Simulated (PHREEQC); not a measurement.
Dissolve 0.007 mol KHCO3, 0.26 mol NaOH and 0.082 mol KCl per kg of water at 25 °C. Closed to the air; pH follows from the charge balance.

The numbers come from PHREEQC with the ion-association model, phreeqc.dat.

No solid was allowed to form.

Problem. Estimate the pH, specific conductance, activity of water.

Solution. pH 13.22; specific conductance 56600 µS/cm; activity of water 0.988.

Problem. In which forms is C present?

Solution. NaCO3- 55 %, CO3-2 45 % of the C.

Species that the database lacks are ignored.
